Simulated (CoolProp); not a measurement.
Vapour-liquid equilibrium of isobutane (1) + acetone (2) at 0.289 MPa; x and y are mole fractions of (1).

Values from CoolProp's multi-fluid Helmholtz-energy mixture model, Bücker 2006 and Lemmon 2006; pair parameters Bell 2016.

Q: Give the bubble temperature and the first vapour's composition at x = 0.15, 0.55, 0.65. Is there an azeotrope?

A: x = 0.15: 41.8 °C, y = 0.801; x = 0.55: 23.9 °C, y = 0.916; x = 0.65: 23.1 °C, y = 0.921. No azeotrope shows between x = 0.05 and 0.95.

The pair parameters rest on a limited set of measurements; away from them the model extrapolates. With so large a gap from Raoult's law the liquid may split in two, which this calculation doesn't test in full.
